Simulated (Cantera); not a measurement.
SiCl4 + H2O + H2 (silicon oxide and oxynitride deposition)

Charge: 1 mol SiCl4, a varied amount of H2O, 0.12 mol H2, at 400 °C and 12.0 mbar.

These are equilibrium values from Cantera (NASA tables, ideal gas, pure condensed phases), not measurements of a reactor. Candidate condensed phases: H2O, Si, SiO2; 30 gas species. Equilibrium is a limit: real reactors are often held back by kinetics, nucleation or transport.

From 0.22 mol H2O to 2.3 mol H2O the condensed part is SiO2(α-quartz). The share of Si in condensed phases is highest at 2.3 mol H2O (100.0 %) and lowest at 0.22 mol H2O (11.0 %).

```csv
n(H2O) (mol),x HCl,x SiCl4,x H2,x H2O,x SiHCl3,x SiCl3,n SiO2(α-quartz)
0.22,0.303,0.614,0.0827,6.13e-10,2.12e-5,2.20e-8,0.110
0.29,0.373,0.550,0.0772,9.79e-10,1.44e-5,1.55e-8,0.145
0.39,0.457,0.472,0.0704,1.59e-9,9.18e-6,1.04e-8,0.195
0.52,0.547,0.389,0.0632,2.50e-9,5.68e-6,6.78e-9,0.260
0.7,0.645,0.300,0.0553,3.97e-9,3.25e-6,4.14e-9,0.350
0.94,0.743,0.209,0.0474,6.29e-9,1.69e-6,2.33e-9,0.470
1.3,0.847,0.114,0.0391,1.11e-8,6.65e-7,1.01e-9,0.650
1.7,0.926,0.0409,0.0327,2.21e-8,1.82e-7,3.02e-10,0.850
2.3,0.905,<1e-12,0.0271,0.0679,<1e-12,<1e-12,1.00
```
x: gas mole fraction; n: condensed amount in mol.
